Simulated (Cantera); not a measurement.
An isothermal, constant-pressure homogeneous reactor starts with H2 : O2 = 0.018 : 1 (molar parts), equivalence ratio 0.0090, at 1000 K and 3800 Pa.

Cantera simulation using the H2/O2 subset of GRI-Mech 3.0, which has no nitrogen chemistry; the numbers are that mechanism's predictions, not measurements. Radical loss at walls, strong at low pressure, is not modelled.

One state of this run: x H2 = 2.70e-11; x O2 = 0.982; x H2O = 0.0178; x OH = 2.98e-7; x O = 2.71e-9; x HO2 = 3.71e-10; x H = <1e-12. x: mole fraction; the columns are a selection and need not sum to one.

### Question
Which value of t (s) does it belong to?
A. 0.514
B. 0.000400
C. 200
D. 0.0473

### Answer
C, 200
